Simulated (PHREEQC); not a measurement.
Solution (20 °C): 0.23 mol/kgw NH4HF2 and 7.5e-05 mol/kgw H2SiF6. Closed to the air; pH follows from the charge balance.

Equilibrium calculation in PHREEQC: ion-association model, phreeqc.dat.

Task: The ionic strength comes out as 0.231 mol/kgw. What activity coefficients do H+, NH4+, SiF6-2, F-, HF2- get?

Result: H+ 0.79, NH4+ 0.67, SiF6-2 0.29, F- 0.70, HF2- 0.74.

Precipitation was switched off in this run. Complexes and solids missing from the database can't appear. SiF6-2 is the database's only silicon fluoride.
